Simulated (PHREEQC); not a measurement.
**Buffer**

Make-up at 25 °C: 0.13 mol NaHSO4, 0.0001 mol NH3 and 0.24 mol LiCl per kg of water. Closed to the air; pH follows from the charge balance.

Computed with PHREEQC (ion-association model, wateq4f.dat).

No solid was allowed to form.

### Question
Predict the pH.

### Answer
pH 1.32.

### Question
In which forms is N present?

### Answer
NH4+ 88 %, NH4SO4- 12 % of the N.

Species that the database lacks are ignored.
